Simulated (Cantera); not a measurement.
A Cantera script and its output.

```python
import numpy as np
import cantera as ct

gas = ct.Solution("gri30.yaml")
gas.TPX = 2550, 4300, {'CH4': 0.012, 'H2': 1, 'O2': 0.016}
reactor = ct.IdealGasConstPressureReactor(gas, energy="off", clone=False)
net = ct.ReactorNet([reactor])
net.rtol, net.atol = 1e-08, 1e-18
show = ['CH4', 'H2', 'O2', 'H2O2', 'HCO']
times = np.geomspace(5e-06, 40, 13)

steps = ct.SolutionArray(gas, extra=["t"])
rows = []
print(f"{'t/s':>10s}{'T/K':>9s}{'P/Pa':>11s}" + "".join(f"{s:>11s}" for s in show))
for t in times:
    while net.time < t:
        t_next = net.step()
        steps.append(gas.state, t=t_next)
    rows.append([np.interp(t, steps.t, y) for y in (steps.T, steps.P, *steps(*show).X.T)])
    print(f"{t:10.3e}{rows[-1][0]:9.1f}{rows[-1][1]:11.4g}" + "".join(f"{x:11.3e}" for x in rows[-1][2:]))
rate = np.gradient(steps.T, steps.t)
print("integrator steps:", len(steps.t))
if steps.T.max() > steps.T[0] + 200:
    print(f"time of steepest temperature rise: {steps.t[rate.argmax()]:.4e} s")
gas.TPX = 2550, 4300, {'CH4': 0.012, 'H2': 1, 'O2': 0.016}
gas.equilibrate("TP")
print(f"equilibrium (TP): T = {gas.T:.1f} K  " + "  ".join(f"{s} {gas[s].X[0]:.3e}" for s in show))
```

It prints:

```
       t/s      T/K       P/Pa        CH4         H2         O2       H2O2        HCO
 5.000e-06   2550.0       4300  1.156e-02  9.725e-01  1.552e-02  6.717e-07  4.649e-10
 1.880e-05   2550.0       4300  1.131e-02  9.710e-01  1.527e-02  1.095e-06  2.730e-08
 7.071e-05   2550.0       4300  9.600e-03  9.577e-01  1.132e-02  4.350e-07  1.330e-06
 2.659e-04   2550.0       4300  4.783e-03  9.250e-01  4.409e-05  9.954e-10  1.093e-06
 1.000e-03   2550.0       4300  1.445e-03  9.233e-01  9.102e-08  9.241e-12  4.701e-07
 3.761e-03   2550.0       4300  3.774e-04  9.180e-01  1.054e-07  9.102e-12  1.827e-07
 1.414e-02   2550.0       4300  5.774e-05  9.065e-01  1.139e-07  7.772e-12  5.215e-08
 5.318e-02   2550.0       4300  7.756e-12  8.727e-01  2.685e-07  1.314e-11  9.982e-09
 2.000e-01   2550.0       4300  2.007e-12  8.358e-01  5.468e-07  2.058e-11  8.525e-09
 7.521e-01   2550.0       4300  1.834e-12  8.330e-01  5.734e-07  2.119e-11  8.431e-09
 2.828e+00   2550.0       4300  1.834e-12  8.330e-01  5.734e-07  2.119e-11  8.431e-09
 1.064e+01   2550.0       4300  1.834e-12  8.330e-01  5.734e-07  2.119e-11  8.431e-09
 4.000e+01   2550.0       4300  1.834e-12  8.330e-01  5.734e-07  2.119e-11  8.431e-09
integrator steps: 1810
equilibrium (TP): T = 2550.0 K  CH4 1.959e-12  H2 8.330e-01  O2 5.734e-07  H2O2 2.119e-11  HCO 8.431e-09
```

Cantera simulation using GRI-Mech 3.0 (53 species, 325 reactions); the numbers are that mechanism's predictions, not measurements. Radical loss at walls, strong at low pressure, is not modelled.
